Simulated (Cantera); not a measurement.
Input (Python, Cantera) and output of one run.

```python
import numpy as np
import cantera as ct

gas_names = [...]  # 110 gases of nasa_gas.yaml made of C, H, O
cond_names = """
    C(gr) C6H6(L) C7H8(L) C8H18(L),n-octa H2O(s) H2O(L)
""".split()


# ... load() reads the species with a 1 bar reference pressure and builds the phases ...
atoms = {
    'n-butane': {'C': 4, 'H': 10},
    'H2O': {'H': 2, 'O': 1},
    'H2': {'H': 2},
    'O2': {'O': 2},
}
top_T = {'C(gr)': 4500}  # K; cautious upper limits of use, not melting points


# ... equilibrate(T, P, feed) seeds the gas with the atoms and calls Mixture.equilibrate('TP', solver="vcs", rtol=1e-11, max_steps=5000) ...
results = []
feed = {'n-butane': 1, 'H2O': 0.29, 'H2': 37, 'O2': 0.024}  # mol
T = 2475  # K
for P in [10, 56, 320, 1800, 10000, 56000, 320000, 1800000, 10000000]:
    mix = equilibrate(T, P, feed)
    results.append((T, P, feed, dict(zip(mix.species_names, mix.species_moles))))

top = {s: max(r[3][s] / sum(r[3][g] for g in gas_names) for r in results) for s in gas_names}
cols = sorted((s for s in top if top[s] > 0.0001), key=lambda s: -top[s])[:6]
seen = [c for c in cond_names if any(r[3].get(c, 0) > 1e-12 for r in results)]
print("log10 of partial pressures in bar; condensed amounts in mol")
print(f"{'P/Pa':>10s}" + "".join(f"{s[:9]:>10s}" for s in cols + seen))
for T, P, feed, n in results:
    ng = sum(n[g] for g in gas_names)
    print(f"{P:10.4g}" + "".join(f"{np.log10(max(n[s] / ng * P / 1e5, 1e-99)):10.3f}" for s in cols)
          + "".join(f"{n.get(c, 0):10.4g}" for c in seen))
```

Result:

```
log10 of partial pressures in bar; condensed amounts in mol
      P/Pa        H2         H       CH4 C2H2,acet        CO        C3     C(gr)
        10    -4.849    -4.072   -13.503    -6.861    -6.344    -6.474     2.482
        56    -3.657    -3.476   -11.121    -5.669    -5.507    -6.474     3.015
       320    -2.674    -2.985    -9.153    -4.686    -4.672    -6.474     2.959
      1800    -1.825    -2.560    -7.456    -3.837    -3.880    -6.474     2.896
     1e+04    -1.038    -2.167    -5.883    -3.051    -3.116    -6.474     2.863
   5.6e+04    -0.273    -1.784    -4.351    -2.285    -2.359    -6.474     2.845
   3.2e+05     0.492    -1.402    -2.823    -1.520    -1.598    -6.474     2.818
   1.8e+06     1.244    -1.026    -1.318    -0.768    -0.846    -6.474     2.708
     1e+07     1.984    -0.656     0.162    -0.028    -0.096    -6.474      2.16
```

Method: chemical equilibrium by Gibbs-energy minimisation in Cantera with the NASA 1993 tables (ideal gas, pure condensed phases). The ideal-gas law is rough above about 30 bar.
